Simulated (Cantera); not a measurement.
## Zr + N2O (tantalum, niobium, vanadium and zirconium in process gases)

Input: 1 mol Zr, 0.5 mol N2O, equilibrated at 2400 K and 0.285 Torr.

Equilibrium computed with Cantera from the NASA thermochemical tables; the gas is ideal and each condensed phase is pure. Candidate condensed phases: Zr, ZrN, ZrO2; 13 gas species. Mutual solubility and eutectic melting of coexisting phases are not modelled. ZrN: taken at fixed stoichiometry. Condensed phases not in the tables: solid solutions among these carbides, nitrides and lower oxides. The numbers say what is thermodynamically allowed, not how fast it happens.

```
Property                              Result
--------------------------------  ----------
x(N2)                                  0.989
x(ZrO)                                0.0111
x(ZrO2)                             0.000199
x(Zr)                                8.52e-5
x(O)                                 8.80e-6
x(N)                                 5.68e-6
n(ZrN(s))                          0.749 mol
n(ZrO2(tetragonal))                0.249 mol
gas amount                        0.1268 mol
log10 activity of Zr(l) (absent)       -1.43
```
